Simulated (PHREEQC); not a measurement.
0.63 g of hydrous ferric oxide (600 m²/g; 0.2 weak and 0.005 strong sites per Fe, Dzombak-Morel constants, diffuse double layer) in 1 kg of water with 0.05 mol/kgw of an inert sodium salt and 0.054 mmol/kgw NaF and 0.0029 mmol/kgw Ag2SO4, at 25 °C; the pH is set by adding NaOH or the inert anion's acid. Oxygen is held at 0.21 atm. No CO2 enters from the air. Nothing may precipitate in this run.

The series has 17 steps of pH, from 3 to 11.

Model: ion-association model, wateq4f.dat, run in PHREEQC.

Q: Near which pH is half of the F sorbed, and on which side is more sorbed?

A: Near pH 6.3, with more sorbed at lower pH.

Q: Near which pH is half of the S sorbed, and on which side is more sorbed?

A: Near pH 6.6, with more sorbed at lower pH.

Q: Near which pH is half of the Ag sorbed, and on which side is more sorbed?

A: Near pH 6.4, with more sorbed at higher pH.

The oxide is taken as insoluble; below pH 4 it would dissolve.
